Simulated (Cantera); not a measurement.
Source: NASA polynomial tables (part measured, part estimated), evaluated in Cantera. Values are per mole of reaction as written; species without (g) are pure solids or liquids, kept so even where they would boil at 1 bar.

Question: Between 300 and 1000 K, where is each reaction favourable under standard conditions?
- N(g) + CO(g) → C + NO(g)

Answer: 
- N(g) + CO(g) → C + NO(g): ΔG° is -231 kJ at 300 K and -133 kJ at 1000 K; it stays negative (K > 1). ΔH° is -273 kJ and ΔS° -140 J/K at 1000 K.
